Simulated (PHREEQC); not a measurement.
**Copper plating or etch bath: speciation**

Consider water at 41 °C with 0.26 mol/kgw CuSO4, 0.00038 mol/kgw HNO3 and 0.00044 mol/kgw NaCl. Closed to the air; pH follows from the charge balance.

Model: ion-association model, phreeqc.dat, run in PHREEQC.

No solid was allowed to form.

Q: Predict the pH, specific conductance, density.

A: pH 4.05; specific conductance 22600 µS/cm; density 1.032 g/cm³.

Q: In which forms is Na present?

A: Na+ 88 %, NaSO4- 12 % of the Na.

At this temperature some constants are extrapolated from 25 °C, and those without enthalpy data are left unchanged.
